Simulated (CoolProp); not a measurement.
Sulfur dioxide along the isobar 8870 kPa: Z from the reference equation and from simpler models built on Tc = 157.5 °C, pc = 7887 kPa, ω = 0.256; each cubic takes its own stable root.

Model: reference Helmholtz-energy equation of state, Gao 2016, in CoolProp.

| T (°C) | phase | reference |
|---|---|---|
| -37.45 | liquid | 0.1880 |
| -25.35 | liquid | 0.1823 |
| -13.35 | liquid | 0.1774 |
| -1.35 | liquid | 0.1731 |
| 10.65 | liquid | 0.1693 |
| 22.75 | liquid | 0.1661 |
| 34.75 | liquid | 0.1634 |
| 46.75 | liquid | 0.1613 |
| 58.85 | liquid | 0.1596 |
| 70.85 | liquid | 0.1586 |
| 82.85 | liquid | 0.1582 |
| 94.85 | liquid | 0.1585 |
| 106.95 | liquid | 0.1599 |
| 118.95 | liquid | 0.1625 |
| 130.95 | liquid | 0.1672 |
| 143.05 | liquid | 0.1758 |

Question: How far does each simpler model (van der Waals, Redlich-Kwong, Soave-Redlich-Kwong, Peng-Robinson) lie from the reference over these 16 states: mean and median of the absolute difference, and the worst?

Answer: 
- van der Waals: mean 63.4 %, median 63.8 %, worst +68.2 % at -37.45 °C and 8870 kPa
- Redlich-Kwong: mean 17.2 %, median 16.0 %, worst +24.1 % at 143.05 °C and 8870 kPa
- Soave-Redlich-Kwong: mean 13.3 %, median 12.0 %, worst +20.7 % at 143.05 °C and 8870 kPa
- Peng-Robinson: mean 1.8 %, median 1.3 %, worst +7.8 % at 143.05 °C and 8870 kPa
